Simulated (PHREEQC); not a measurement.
Consider water at 65 °C with 0.84 mmol/kgw CaSO4, 0.091 mmol/kgw NaF and 0.39 mmol/kgw MgSO4. Closed to the air; pH follows from the charge balance.

Computed with PHREEQC (ion-association model, phreeqc.dat).

No solid was allowed to form.

Problem. Estimate the pH, ionic strength.

Solution. pH 6.50; ionic strength 0.00423 mol/kgw.

Problem. In which forms is Ca present?

Solution. Ca+2 88 %, CaSO4 12 % of the Ca.

Species that the database lacks are ignored. Away from 25 °C the constants follow the database's enthalpies or fits; those with neither stay at their 25 °C values.
